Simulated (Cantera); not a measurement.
**Gas-phase reforming**

A perfectly stirred reactor is fed with CH₄ : H₂O : H₂ = 1 : 2.8 : 0.11 (molar parts), at 100000 Pa; it is held at 1975 K, and followed from long to short residence time.

Model: GRI-Mech 3.0 (53 species, 325 reactions), integrated in Cantera.

| τ (s) | x CH₄ | x H₂O | x H₂ | x CH₂O | x C₂H | x OH | x C₂H₄ |
|---|---|---|---|---|---|---|---|
| 0.57 | 0.00303 | 0.293 | 0.536 | 6.61e-7 | 2.51e-8 | 5.16e-5 | 5.04e-6 |
| 0.31 | 0.00464 | 0.299 | 0.531 | 1.03e-6 | 5.84e-8 | 5.28e-5 | 1.17e-5 |
| 0.17 | 0.00681 | 0.308 | 0.523 | 1.57e-6 | 1.22e-7 | 5.48e-5 | 2.45e-5 |
| 0.095 | 0.00954 | 0.321 | 0.511 | 2.35e-6 | 2.31e-7 | 5.77e-5 | 4.64e-5 |
| 0.052 | 0.0131 | 0.340 | 0.493 | 3.57e-6 | 4.08e-7 | 6.23e-5 | 8.28e-5 |
| 0.029 | 0.0173 | 0.366 | 0.471 | 5.37e-6 | 6.51e-7 | 6.83e-5 | 0.000135 |
| 0.016 | 0.0226 | 0.399 | 0.442 | 8.14e-6 | 9.65e-7 | 7.62e-5 | 0.000212 |
| 0.0088 | 0.0290 | 0.436 | 0.409 | 1.23e-5 | 1.32e-6 | 8.56e-5 | 0.000322 |
| 0.0048 | 0.0371 | 0.476 | 0.372 | 1.86e-5 | 1.68e-6 | 9.60e-5 | 0.000488 |
x: mole fraction; the columns are a selection and need not sum to one.
